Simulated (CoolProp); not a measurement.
A single-stage vapour-compression cycle with R236FA: evaporating at 300.15 K (dew point), condensing at 339.15 K (bubble point), superheat 5 K, subcooling 2 K, compressor efficiency 0.9, no pressure losses. Each further row changes one setting.

The numbers come from the reference Helmholtz-energy equation of state, Pan 2012 in CoolProp.

```json
[
 {"case": "as stated", "cooling COP": "(withheld)", "pressure ratio": "3.06", "discharge temperature (K)": "339.1", "refrigerating effect (kJ/kg)": "101", "volumetric capacity (kJ/m³)": "1930"},
 {"case": "evaporating temperature 305.15 K", "cooling COP": "6.55", "pressure ratio": "(withheld)", "discharge temperature (K)": "339.1", "refrigerating effect (kJ/kg)": "104", "volumetric capacity (kJ/m³)": "2340"},
 {"case": "condensing temperature 334.15 K", "cooling COP": "6.52", "pressure ratio": "(withheld)", "discharge temperature (K)": "334.1", "refrigerating effect (kJ/kg)": "108", "volumetric capacity (kJ/m³)": "2060"},
 {"case": "subcooling 7 K", "cooling COP": "(withheld)", "pressure ratio": "3.06", "discharge temperature (K)": "339.1", "refrigerating effect (kJ/kg)": "108", "volumetric capacity (kJ/m³)": "2060"},
 {"case": "superheat 15 K", "cooling COP": "5.62", "pressure ratio": "3.06", "discharge temperature (K)": "(withheld)", "refrigerating effect (kJ/kg)": "(withheld)", "volumetric capacity (kJ/m³)": "2010"},
 {"case": "compressor efficiency 0.8", "cooling COP": "4.84", "pressure ratio": "3.06", "discharge temperature (K)": "(withheld)", "refrigerating effect (kJ/kg)": "101", "volumetric capacity (kJ/m³)": "1930"}
]
```

Problem. What belongs in the gaps?

Solution. 
- as stated, cooling COP: 5.44
- evaporating temperature 305.15 K, pressure ratio: 2.61
- condensing temperature 334.15 K, pressure ratio: 2.69
- subcooling 7 K, cooling COP: 5.81
- superheat 15 K, discharge temperature (K): 347.1
- superheat 15 K, refrigerating effect (kJ/kg): 110
- compressor efficiency 0.8, discharge temperature (K): 339.9

The compression ends wet for: as stated; evaporating temperature 305.15 K; condensing temperature 334.15 K; subcooling 7 K.
